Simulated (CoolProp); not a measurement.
Model: reference Helmholtz-energy equation of state, Smukala 2000, in CoolProp.

Problem. For ethylene, give the phase and the cv (kJ/(kg K)), isothermal compressibility (1/MPa) at 325.4 K and 0.709 MPa; 325.4 K and 2.99 MPa; 325.4 K and 6.14 MPa.

Solution. 
- 325.4 K and 0.709 MPa: gas; cv 1.34, isothermal compressibility 1.46
- 325.4 K and 2.99 MPa: gas; cv 1.39, isothermal compressibility 0.392
- 325.4 K and 6.14 MPa: supercritical; cv 1.49, isothermal compressibility 0.249
